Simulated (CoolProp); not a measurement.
Water along the isotherm 400.9 K: Z from the reference equation and from simpler models built on Tc = 647.1 K, pc = 22.06 MPa, ω = 0.344; each cubic takes its own stable root.

Values from CoolProp's reference Helmholtz-energy equation of state, Wagner 2002.

```
p (MPa)   phase  reference  Redlich-Kwong  Soave-Redlich-Kwong
-------  ------  ---------  -------------  -------------------
4.6      liquid        [?]        0.03759                  [?]
9.19     liquid    0.05277        0.07488              0.07172
13.8     liquid    0.07905         0.1121               0.1075
18.4     liquid        [?]         0.1491               0.1431
23       liquid     0.1311         0.1859               0.1786
27.6     liquid        [?]            [?]               0.2139
32.2     liquid     0.1827         0.2590               0.2492
36.8     liquid     0.2084         0.2953               0.2843
41.4     liquid     0.2339         0.3314               0.3194
46       liquid     0.2593         0.3674               0.3543
50.6     liquid     0.2847         0.4033               0.3892
55.2     liquid     0.3099         0.4390               0.4239
```

**Question.** Complete the blanks.

**Answer.** 
- 4.6, reference: 0.02648
- 4.6, Soave-Redlich-Kwong: 0.03596
- 18.4, reference: 0.1051
- 27.6, reference: 0.1570
- 27.6, Redlich-Kwong: 0.2225
